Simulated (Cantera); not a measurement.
A closed system holds: 1 mol SiO2, 1.3 mol CH4, 0.28 mol CO, at 0.840 bar.

Method: chemical equilibrium by Gibbs-energy minimisation in Cantera with the NASA 1993 tables (ideal gas, pure condensed phases). Candidate condensed phases: C, C6H6, C7H8, C8H18, H2O, Si, SiC, SiO2; 123 gas species. Mutual solubility and eutectic melting of coexisting phases are not modelled. The tables hold silica as quartz up to 1696 K and as liquid above; real silica turns to tridymite and cristobalite and melts near 1996 K. Gases not in the tables: Si2H6 and higher silanes. Rates play no part.

Question: What share of the Si ends up in condensed phases as a function of T (K), at 1848, 1873, 1898, 1923, 1948, 1973, 1998, 2023, 2048, 2073, 2098, 2123, 2148?

Answer: 
```tsv
T (K)	Si condensed (%)	as
1848	88.7	SiC(s) + SiO2(condensed)
1873	82.7	SiC(s) + SiO2(condensed)
1898	73.6	SiC(s) + SiO2(condensed)
1923	59.4	SiC(s) + SiO2(condensed)
1948	36.9	SiC(s) + SiO2(condensed)
1973	15.0	SiC(s)
1998	15.0	SiC(s)
2023	15.0	SiC(s)
2048	15.0	SiC(s)
2073	15.0	SiC(s)
2098	15.0	SiC(s)
2123	14.9	SiC(s)
2148	14.9	SiC(s)
```
